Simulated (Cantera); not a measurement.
Feed: 1 mol K2SO4, 3.1 mol CO2, 0.087 mol O2, at 490 Pa.

These are equilibrium values from Cantera (NASA tables, ideal gas, pure condensed phases), not measurements of a reactor. Candidate condensed phases: C, K, KO2, K2CO3, K2O, K2O2, K2S, K2SO4, S; 26 gas species. Equilibrium is a limit: real reactors are often held back by kinetics, nucleation or transport.

x: gas mole fraction; nothing condenses.

| T (K) | x CO2 | x K | x O2 | x SO2 | x K2SO4 | x CO | x KO |
|---|---|---|---|---|---|---|---|
| 1648 | 0.600 | 0.125 | 0.0797 | 0.0626 | 0.131 | [?] | 0.000484 |
| 1673 | 0.566 | 0.155 | 0.0940 | 0.0778 | 0.105 | [?] | 0.000640 |
| 1698 | 0.530 | 0.187 | 0.109 | 0.0937 | 0.0777 | [?] | 0.000815 |
| 1723 | 0.496 | 0.217 | 0.123 | 0.109 | 0.0517 | [?] | 0.000988 |
| 1748 | 0.468 | 0.242 | 0.135 | 0.121 | 0.0303 | [?] | 0.00113 |
| 1773 | 0.449 | 0.259 | 0.143 | 0.130 | 0.0156 | [?] | 0.00123 |
| 1798 | 0.437 | 0.268 | 0.148 | 0.135 | 0.00733 | [?] | 0.00127 |
| 1823 | 0.431 | 0.273 | 0.150 | 0.137 | 0.00328 | [?] | 0.00128 |
| 1848 | 0.427 | 0.275 | 0.152 | 0.138 | 0.00145 | [?] | 0.00128 |

Question: Fill in the missing entries.

Answer: 
- 1648, x CO: 0.00112
- 1673, x CO: 0.00132
- 1698, x CO: 0.00154
- 1723, x CO: 0.00181
- 1748, x CO: 0.00215
- 1773, x CO: 0.00262
- 1798, x CO: 0.00327
- 1823, x CO: 0.00413
- 1848, x CO: 0.00523
